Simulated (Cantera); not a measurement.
Cantera run:

```python
import numpy as np
import cantera as ct

gas_names = """
    H H2 Si SiH SiH2 SiH3 SiH4 Si2 Si3
""".split()
cond_names = """
    Si(cr) Si(L)
""".split()


# ... load() reads the species with a 1 bar reference pressure and builds the phases ...
atoms = {
    'SiH4': {'Si': 1, 'H': 4},
    'H2': {'H': 2},
}
top_T = {}  # K; cautious upper limits of use, not melting points


# ... equilibrate(T, P, feed) seeds the gas with the atoms and calls Mixture.equilibrate('TP', solver="vcs", rtol=1e-11, max_steps=5000) ...
results = []
feed = {'SiH4': 1, 'H2': 110}  # mol
P = 21000  # Pa
for T in [1298, 1398, 1498, 1598, 1698, 1798, 1898, 1998, 2098, 2198, 2298, 2398, 2498, 2598]:
    mix = equilibrate(T, P, feed)
    results.append((T, P, feed, dict(zip(mix.species_names, mix.species_moles))))
    x = sorted(zip(gas.X, gas.species_names), reverse=True)
    print(f"T = {T:g} K  P = {P:g} Pa  gas = {mix.phase_moles(0):.4g} mol")
    print("   x: " + "  ".join(f"{s} {v:.3e}" for v, s in x if v > 0.0001))
    print("   condensed (mol): " + ("  ".join(f"{mix.phase(i).name} {mix.phase_moles(i):.4g}"
          for i in range(1, mix.n_phases) if mix.phase_moles(i) > 1e-12) or "none"))
```

It prints:

```
T = 1298 K  P = 21000 Pa  gas = 112 mol
   x: H2 1.000e+00
   condensed (mol): Si(cr) 1
T = 1398 K  P = 21000 Pa  gas = 112 mol
   x: H2 1.000e+00
   condensed (mol): Si(cr) 0.9999
T = 1498 K  P = 21000 Pa  gas = 112 mol
   x: H2 1.000e+00
   condensed (mol): Si(cr) 0.9998
T = 1598 K  P = 21000 Pa  gas = 112 mol
   x: H2 9.999e-01  H 1.161e-04
   condensed (mol): Si(cr) 0.9993
T = 1698 K  P = 21000 Pa  gas = 112 mol
   x: H2 9.997e-01  H 3.155e-04
   condensed (mol): Si(L) 0.9978
T = 1798 K  P = 21000 Pa  gas = 112 mol
   x: H2 9.992e-01  H 7.680e-04
   condensed (mol): Si(L) 0.9941
T = 1898 K  P = 21000 Pa  gas = 112.1 mol
   x: H2 9.982e-01  H 1.704e-03
   condensed (mol): Si(L) 0.9842
T = 1998 K  P = 21000 Pa  gas = 112.2 mol
   x: H2 9.961e-01  H 3.494e-03  Si 2.025e-04  SiH2 1.046e-04
   condensed (mol): Si(L) 0.9578
T = 2098 K  P = 21000 Pa  gas = 112.5 mol
   x: H2 9.923e-01  H 6.689e-03  Si 6.219e-04  SiH2 1.792e-04  SiH 1.547e-04
   condensed (mol): Si(L) 0.8901
T = 2198 K  P = 21000 Pa  gas = 112.9 mol
   x: H2 9.855e-01  H 1.206e-02  Si 1.722e-03  SiH 3.481e-04  SiH2 2.911e-04
   condensed (mol): Si(L) 0.7253
T = 2298 K  P = 21000 Pa  gas = 113.7 mol
   x: H2 9.737e-01  H 2.062e-02  Si 4.359e-03  SiH 7.265e-04  SiH2 4.503e-04
   condensed (mol): Si(L) 0.346
T = 2398 K  P = 21000 Pa  gas = 114.8 mol
   x: H2 9.578e-01  H 3.365e-02  Si 7.013e-03  SiH 9.766e-04  SiH2 4.590e-04  Si2 1.099e-04
   condensed (mol): none
T = 2498 K  P = 21000 Pa  gas = 116 mol
   x: H2 9.388e-01  H 5.269e-02  Si 7.311e-03  SiH 8.604e-04  SiH2 3.129e-04
   condensed (mol): none
T = 2598 K  P = 21000 Pa  gas = 117.6 mol
   x: H2 9.122e-01  H 7.935e-02  Si 7.464e-03  SiH 7.479e-04  SiH2 2.137e-04
   condensed (mol): none
```

These are equilibrium values from Cantera (NASA tables, ideal gas, pure condensed phases), not measurements of a reactor. Gases not in the tables: Si2H6 and higher silanes.
